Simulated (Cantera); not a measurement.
What does this Cantera script print?

```python
import numpy as np
import cantera as ct

gas_names = """
    CL CL2 H HCL H2 N NH NH2 NH3 N2 N2H2 N2H4 Si SiCL SiCL2 SiCL3 SiCL4 SiH SiHCL3 SiH2 SiH2CL2 SiH3
    SiH3CL SiH4 SiN Si2 Si2N Si3
""".split()
cond_names = """
    NH4CL(a) NH4CL(b) Si(cr) Si(L) Si3N4(a)
""".split()


def load(file, names, dense=False):
    # The tables refer to 1 bar. Condensed volumes are neglected.
    table = {s.name: s for s in ct.Species.list_from_file(file)}
    out = []
    for n in names:
        d = dict(table[n].input_data)
        d["thermo"] = dict(d["thermo"], **{"reference-pressure": 1e5})
        if dense:
            d["equation-of-state"] = {"model": "constant-volume", "density": "1e6 g/cm^3"}
        out.append(ct.Species.from_dict(d))
    return out


gas = ct.Solution(thermo="ideal-gas", species=load("nasa_gas.yaml", gas_names))
cond = {s.name: ct.Solution(thermo="fixed-stoichiometry", species=[s], name=s.name)
        for s in load("nasa_condensed.yaml", cond_names, dense=True)}
atoms = {
    'SiHCl3': {'Si': 1, 'H': 1, 'CL': 3},
    'Cl2': {'CL': 2},
    'N2': {'N': 2},
}
top_T = {'Si3N4(a)': 2400}  # K; cautious upper limits of use, not melting points


def equilibrate(T, P, feed):
    n = {}
    for name, mol in feed.items():
        for a, k in atoms[name].items():
            n[a] = n.get(a, 0.0) + k * mol
    gas.TPX = T, P, n
    mass = sum(n.values()) * gas.mean_molecular_weight
    gas.equilibrate("TP")
    valid = [c for c in cond.values() if c.min_temp <= T <= top_T.get(c.name, c.max_temp)]
    mix = ct.Mixture([(gas, mass / gas.mean_molecular_weight)] + [(c, 0.0) for c in valid])
    mix.T, mix.P = T, P
    mix.equilibrate("TP", solver="vcs", rtol=1e-11, max_steps=5000)
    return mix


results = []
feed = {'SiHCl3': 1, 'Cl2': 0.29, 'N2': 5.5}  # mol
T = 1150  # K
P = 133.322  # Pa
mix = equilibrate(T, P, feed)
results.append((T, P, feed, dict(zip(mix.species_names, mix.species_moles))))
print(gas.report(threshold=0.0001))
for i in range(1, mix.n_phases):
    print(f"{mix.phase(i).name:16s} {mix.phase_moles(i):12.5e} mol")
```

Result:

```
       temperature   1150 K
          pressure   133.32 Pa
           density   0.00059537 kg/m^3
  mean mol. weight   42.699 kg/kmol
   phase of matter   gas

                          1 kg             1 kmol
                     ---------------   ---------------
          enthalpy       -1.0194e+06       -4.3526e+07  J
   internal energy       -1.2433e+06       -5.3088e+07  J
           entropy              7397        3.1585e+05  J/K
    Gibbs function       -9.5259e+06       -4.0675e+08  J
 heat capacity c_p             944.8             40342  J/K
 heat capacity c_v            750.08             32028  J/K

                      mass frac. Y      mole frac. X     chem. pot. / RT
                     ---------------   ---------------   ---------------
               HCL            0.1093           0.12801           -42.974
                H2         0.0003882         0.0082222           -29.285
                N2           0.50176           0.76479           -32.124
             SiCL2         0.0031807          0.001372           -68.694
             SiCL3          0.010813         0.0034346           -97.025
             SiCL4           0.37416          0.094042           -125.36
            SiHCL3        0.00038908        0.00012266           -111.67
     [  +21 minor]        2.1634e-06        2.7476e-06

Si(cr)            0.00000e+00 mol
Si3N4(a)          1.05154e-01 mol
```

Method: chemical equilibrium by Gibbs-energy minimisation in Cantera with the NASA 1993 tables (ideal gas, pure condensed phases). N2 is the only nitrogen source here; it is nearly inert below about 1500 K, so the nitride shown seldom forms there in practice. The tables' values for SiCl3 are old estimates; treat these amounts as uncertain.
